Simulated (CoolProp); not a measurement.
A simple Rankine cycle with R21: condensing at 317.15 K, boiler at 1.43 MPa, turbine inlet 472 K, turbine efficiency 0.9, pump efficiency 0.8, no recuperator. Each further row changes one setting.

Values from CoolProp's reference Helmholtz-energy equation of state, Platzer 1990. This equation is an older, rougher fit; its heat capacities, sound speeds and derivatives of the liquid may be far off and weren't checked against measurements.

```
case                             thermal efficiency (%)  net work (kJ/kg)  heat in (kJ/kg)  turbine exit temperature (K)  volume ratio over the turbine
-------------------------------  ----------------------  ----------------  ---------------  ----------------------------  -----------------------------
as stated                                          13.2              42.1              318                         400.3                           3.84
condensing temperature 309.15 K                    14.9              48.6              ___                           ___                           4.79
boiler pressure 1 MPa                              10.3              33.2              322                           ___                           2.74
turbine efficiency 0.8                             11.7              37.3              318                         407.1                           3.91
```

**Question.** Complete the blanks.

**Answer.** 
- condensing temperature 309.15 K, heat in (kJ/kg): 327
- condensing temperature 309.15 K, turbine exit temperature (K): 389.6
- boiler pressure 1 MPa, turbine exit temperature (K): 418.5
